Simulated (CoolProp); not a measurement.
Vapour-liquid equilibrium of R22 (1) + R152A (2) at 304.9 K; x and y are mole fractions of (1).

Values from CoolProp's multi-fluid Helmholtz-energy mixture model, Kamei 1995 and Outcalt 1996; pair parameters Bell 2016.

| x | bubble pressure, mixture model (MPa) | bubble pressure, Raoult's law (MPa) | y, mixture model | y, Raoult's law |
|---|---|---|---|---|
| 0.05 | 0.7439 | 0.7511 | 0.070 | 0.083 |
| 0.125 | 0.7731 | 0.7903 | 0.170 | 0.197 |
| 0.2 | 0.8036 | 0.8294 | 0.266 | 0.301 |
| 0.275 | 0.8357 | 0.8686 | 0.357 | 0.395 |
| 0.35 | 0.8694 | 0.9077 | 0.444 | 0.481 |
| 0.425 | 0.9050 | 0.9469 | 0.526 | 0.560 |
| 0.5 | 0.9427 | 0.9861 | 0.603 | 0.632 |
| 0.575 | 0.9825 | 1.025 | 0.677 | 0.699 |
| 0.65 | 1.024 | 1.064 | 0.745 | 0.762 |
| 0.725 | 1.069 | 1.104 | 0.809 | 0.819 |
| 0.8 | 1.115 | 1.143 | 0.867 | 0.873 |
| 0.875 | 1.163 | 1.182 | 0.921 | 0.923 |
| 0.95 | 1.213 | 1.221 | 0.970 | 0.970 |

The largest gap from Raoult's law is -4.4 % in bubble pressure, at x = 0.425. No azeotrope shows between x = 0.05 and 0.95.

Pair parameters are fitted to limited data, so mixtures are less certain than the pure fluids.
